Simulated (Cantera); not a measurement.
**Dilute partial oxidation**

An isothermal, constant-pressure homogeneous reactor starts with CH4 : O2 : N2 = 0.0087 : 0.026 : 1 (molar parts), at 1050 K and 16.8 atm.

Cantera simulation using GRI-Mech 3.0 (53 species, 325 reactions); the numbers are that mechanism's predictions, not measurements. The pressure lies above the range GRI-Mech 3.0 was tuned for (to about 10 atm). The temperature is held fixed by assumption; the heat of reaction is taken as removed at once.

```json
[
 {"t (s)": "3.00e-5", "x CH4": "0.00841", "x O2": "0.0251", "x H2O2": "<1e-12", "x H2O": "2.22e-12", "x N2O": "<1e-12"},
 {"t (s)": "8.40e-5", "x CH4": "0.00841", "x O2": "0.0251", "x H2O2": "3.92e-12", "x H2O": "1.81e-11", "x N2O": "<1e-12"},
 {"t (s)": "0.000235", "x CH4": "0.00841", "x O2": "0.0251", "x H2O2": "2.68e-11", "x H2O": "1.54e-10", "x N2O": "<1e-12"},
 {"t (s)": "0.000659", "x CH4": "0.00841", "x O2": "0.0251", "x H2O2": "1.49e-10", "x H2O": "1.41e-9", "x N2O": "<1e-12"},
 {"t (s)": "0.00185", "x CH4": "0.00841", "x O2": "0.0251", "x H2O2": "5.83e-10", "x H2O": "1.45e-8", "x N2O": "<1e-12"},
 {"t (s)": "0.00517", "x CH4": "0.00841", "x O2": "0.0251", "x H2O2": "1.67e-9", "x H2O": "1.63e-7", "x N2O": "1.27e-12"},
 {"t (s)": "0.0145", "x CH4": "0.00841", "x O2": "0.0251", "x H2O2": "3.57e-9", "x H2O": "1.27e-6", "x N2O": "8.30e-12"},
 {"t (s)": "0.0406", "x CH4": "0.00840", "x O2": "0.0251", "x H2O2": "9.38e-9", "x H2O": "7.26e-6", "x N2O": "4.54e-11"},
 {"t (s)": "0.114", "x CH4": "0.00830", "x O2": "0.0250", "x H2O2": "1.75e-7", "x H2O": "0.000110", "x N2O": "4.79e-10"},
 {"t (s)": "0.318", "x CH4": "6.00e-5", "x O2": "0.0102", "x H2O2": "5.99e-7", "x H2O": "0.0166", "x N2O": "8.08e-8"},
 {"t (s)": "0.892", "x CH4": "1.22e-6", "x O2": "0.00906", "x H2O2": "8.96e-8", "x H2O": "0.0168", "x N2O": "1.76e-7"},
 {"t (s)": "2.50", "x CH4": "8.04e-9", "x O2": "0.00853", "x H2O2": "1.58e-8", "x H2O": "0.0168", "x N2O": "2.27e-7"},
 {"t (s)": "7.00", "x CH4": "2.76e-11", "x O2": "0.00835", "x H2O2": "1.85e-9", "x H2O": "0.0168", "x N2O": "1.83e-7"}
]
```
x: mole fraction; the columns are a selection and need not sum to one.

Equilibrium at this temperature and pressure: CH4 <1e-12, O2 0.00831, H2O2 3.28e-11, H2O 0.0168, N2O 4.18e-9 (gas phase only).
